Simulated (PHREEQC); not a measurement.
## Sulfide liquor (model solution)

Dissolve 0.076 mol NaHS and 0.0004 mol NaOH per kg of water at 25 °C. Closed to the air; pH follows from the charge balance.

All values are PHREEQC results (ion-association model, phreeqc.dat), not measurements.

No solid was allowed to form.

### Question
What pH, ionic strength does the model give?

### Answer
pH 10.16; ionic strength 0.0766 mol/kgw.

Species that the database lacks are ignored.
